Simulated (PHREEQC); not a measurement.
A column of 0.2 m (40 cells, dispersivity 0.007 m, 3600 s a shift, diffusion coefficient 3e-10 m²/s) holds 0.0049 eq of the database's cation exchanger X per kg of pore water, first in equilibrium with 16 mmol/kgw MnCl2 and 0.01 mmol/kgw HCl. It is flushed with 1 mmol/kgw (NH4)2SO4, 2.6 mmol/kgw LiCl and 0.01 mmol/kgw HCl, at 25 °C. Values are for the last cell. The system is closed to CO2. Precipitation was switched off in this run.

Base run: PHREEQC, ion-association model, phreeqc.dat. Each further column changes one thing. The table gives NH4 in solution (mol/kgw).

```json
[
 {"pore volumes": "0", "base": "0", "exchange capacity from 0.0049 to 0.0024 eq/kgw": "0", "dispersivity from 0.007 to 0.014 m": "0"},
 {"pore volumes": "0.6125", "base": "3.61e-5", "exchange capacity from 0.0049 to 0.0024 eq/kgw": "(withheld)", "dispersivity from 0.007 to 0.014 m": "0.000141"},
 {"pore volumes": "1.062", "base": "0.000673", "exchange capacity from 0.0049 to 0.0024 eq/kgw": "0.000917", "dispersivity from 0.007 to 0.014 m": "0.000835"},
 {"pore volumes": "1.663", "base": "0.00108", "exchange capacity from 0.0049 to 0.0024 eq/kgw": "0.00138", "dispersivity from 0.007 to 0.014 m": "0.00122"},
 {"pore volumes": "2.263", "base": "0.00138", "exchange capacity from 0.0049 to 0.0024 eq/kgw": "(withheld)", "dispersivity from 0.007 to 0.014 m": "0.00138"},
 {"pore volumes": "2.712", "base": "0.00154", "exchange capacity from 0.0049 to 0.0024 eq/kgw": "(withheld)", "dispersivity from 0.007 to 0.014 m": "0.00150"},
 {"pore volumes": "3.312", "base": "0.00167", "exchange capacity from 0.0049 to 0.0024 eq/kgw": "0.00181", "dispersivity from 0.007 to 0.014 m": "0.00163"},
 {"pore volumes": "3.913", "base": "0.00174", "exchange capacity from 0.0049 to 0.0024 eq/kgw": "0.00186", "dispersivity from 0.007 to 0.014 m": "0.00171"},
 {"pore volumes": "4.362", "base": "0.00178", "exchange capacity from 0.0049 to 0.0024 eq/kgw": "0.00188", "dispersivity from 0.007 to 0.014 m": "0.00175"},
 {"pore volumes": "4.963", "base": "0.00181", "exchange capacity from 0.0049 to 0.0024 eq/kgw": "0.00190", "dispersivity from 0.007 to 0.014 m": "(withheld)"}
]
```

Problem. Some entries are withheld; supply them.

Solution. 
- 0.6125, exchange capacity from 0.0049 to 0.0024 eq/kgw: 5.53e-5
- 2.263, exchange capacity from 0.0049 to 0.0024 eq/kgw: 0.00162
- 2.712, exchange capacity from 0.0049 to 0.0024 eq/kgw: 0.00173
- 4.963, dispersivity from 0.007 to 0.014 m: 0.00179
